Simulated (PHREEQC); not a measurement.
Dissolve 3.2 mmol/kgw Fe(NO3)3 and 12 mmol/kgw Ba(OH)2 at 25 °C. Closed to the air; pH follows from the charge balance.

Model: ion-association model, phreeqc.dat, run in PHREEQC.

Q: The ionic strength comes out as 0.0356 mol/kgw. What activity coefficients do OH-, Ba+2, NO3-, BaOH+, Fe(OH)4- get?

A: OH- 0.83, Ba+2 0.50, NO3- 0.83, BaOH+ 0.85, Fe(OH)4- 0.85.

This is a speciation only: nothing precipitates in the calculation. The solution is supersaturated, for example in Fe(OH)3(a), Hematite (slow to form), so a real one may precipitate; this is no full list.
